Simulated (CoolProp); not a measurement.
Properties of carbon dioxide along the isobar 108 bar.

Computed with CoolProp (reference Helmholtz-energy equation of state, Span 1996).

```json
[
 {"T (K)": "261.4", "phase": "liquid", "density (kg/m³)": "1032", "Joule-Thomson coefficient (K/MPa)": "0.04278", "expansivity (1/kK)": "4.171", "viscosity (µPa s)": "139", "Prandtl number": "2.13", "fugacity coefficient": "0.2224"},
 {"T (K)": "282.9", "phase": "liquid", "density (kg/m³)": "928.0", "Joule-Thomson coefficient (K/MPa)": "0.3256", "expansivity (1/kK)": "5.981", "viscosity (µPa s)": "100", "Prandtl number": "2.09", "fugacity coefficient": "0.3488"},
 {"T (K)": "304.4", "phase": "supercritical", "density (kg/m³)": "776.8", "Joule-Thomson coefficient (K/MPa)": "1.120", "expansivity (1/kK)": "12.14", "viscosity (µPa s)": "67.6", "Prandtl number": "2.47", "fugacity coefficient": "0.4918"},
 {"T (K)": "325.9", "phase": "supercritical", "density (kg/m³)": "429.4", "Joule-Thomson coefficient (K/MPa)": "4.811", "expansivity (1/kK)": "38.75", "viscosity (µPa s)": "30.8", "Prandtl number": "3.05", "fugacity coefficient": "0.6221"},
 {"T (K)": "347.4", "phase": "supercritical", "density (kg/m³)": "267.7", "Joule-Thomson coefficient (K/MPa)": "5.757", "expansivity (1/kK)": "12.98", "viscosity (µPa s)": "23.3", "Prandtl number": "1.42", "fugacity coefficient": "0.7035"},
 {"T (K)": "368.9", "phase": "supercritical", "density (kg/m³)": "216.1", "Joule-Thomson coefficient (K/MPa)": "5.279", "expansivity (1/kK)": "7.871", "viscosity (µPa s)": "22.6", "Prandtl number": "1.12", "fugacity coefficient": "0.7609"},
 {"T (K)": "390.4", "phase": "supercritical", "density (kg/m³)": "187.0", "Joule-Thomson coefficient (K/MPa)": "4.705", "expansivity (1/kK)": "5.805", "viscosity (µPa s)": "22.7", "Prandtl number": "0.998", "fugacity coefficient": "0.8051"},
 {"T (K)": "412", "phase": "supercritical", "density (kg/m³)": "167.2", "Joule-Thomson coefficient (K/MPa)": "4.177", "expansivity (1/kK)": "4.669", "viscosity (µPa s)": "23.2", "Prandtl number": "0.928", "fugacity coefficient": "0.8403"},
 {"T (K)": "433.5", "phase": "supercritical", "density (kg/m³)": "152.5", "Joule-Thomson coefficient (K/MPa)": "3.716", "expansivity (1/kK)": "3.950", "viscosity (µPa s)": "23.8", "Prandtl number": "0.885", "fugacity coefficient": "0.8687"},
 {"T (K)": "455", "phase": "supercritical", "density (kg/m³)": "140.9", "Joule-Thomson coefficient (K/MPa)": "3.318", "expansivity (1/kK)": "3.448", "viscosity (µPa s)": "24.5", "Prandtl number": "0.856", "fugacity coefficient": "0.8919"},
 {"T (K)": "476.5", "phase": "supercritical", "density (kg/m³)": "131.3", "Joule-Thomson coefficient (K/MPa)": "2.975", "expansivity (1/kK)": "3.076", "viscosity (µPa s)": "25.2", "Prandtl number": "0.833", "fugacity coefficient": "0.9112"},
 {"T (K)": "498", "phase": "supercritical", "density (kg/m³)": "123.3", "Joule-Thomson coefficient (K/MPa)": "2.676", "expansivity (1/kK)": "2.788", "viscosity (µPa s)": "25.9", "Prandtl number": "0.815", "fugacity coefficient": "0.9272"},
 {"T (K)": "519.5", "phase": "supercritical", "density (kg/m³)": "116.5", "Joule-Thomson coefficient (K/MPa)": "2.417", "expansivity (1/kK)": "2.557", "viscosity (µPa s)": "26.7", "Prandtl number": "0.801", "fugacity coefficient": "0.9408"}
]
```

Viscosity comes from a separate model (Laesecke 2017). Thermal conductivity comes from a separate model (Huber 2016).
